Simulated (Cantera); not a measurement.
An isothermal, constant-pressure homogeneous reactor starts with 27.8 % CH4, 72.2 % CO2, at 1448 K and 270000 Pa.

Detailed kinetics in Cantera: GRI-Mech 3.0 (53 species, 325 reactions).

Question: Predict: x(CH4) at 2.00 s; x(CO2) at 2.00 s; x(CH2CO) at 2.00 s; x(H2O) at 2.00 s.

Answer: 
```
Item                                                   Value
------------------  ----------------------------------------
x(CH4) at 2.00 s      0.0605 (gas-phase equilibrium 2.04e-6)
x(CO2) at 2.00 s         0.390 (gas-phase equilibrium 0.142)
x(CH2CO) at 2.00 s  4.19e-5 (gas-phase equilibrium 5.85e-11)
x(H2O) at 2.00 s         0.191 (gas-phase equilibrium 0.144)
```
